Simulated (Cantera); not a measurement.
Input: 1 mol Al2O3, 3 mol H2, at 2500 K and 0.0100 bar.

Equilibrium computed with Cantera from the NASA thermochemical tables; the gas is ideal and each condensed phase is pure. Candidate condensed phases: Al, Al2O3, H2O; 19 gas species. The tables' values for AlOH are old estimates; treat these amounts as uncertain. Equilibrium is a limit: real reactors are often held back by kinetics, nucleation or transport.

Task: What is the equilibrium state?

Result: 
```
Quantity                              Value
--------------------------------  ---------
x(H2)                                 0.750
x(H)                                  0.218
x(H2O)                               0.0176
x(Al)                               0.00839
x(Al2O)                             0.00262
x(OH)                               0.00106
x(AlOH)                             0.00105
x(AlO)                             0.000795
x(O)                               0.000202
n(Al2O3(l))                       0.973 mol
gas amount                        3.417 mol
log10 activity of Al(l) (absent)      -3.42
```
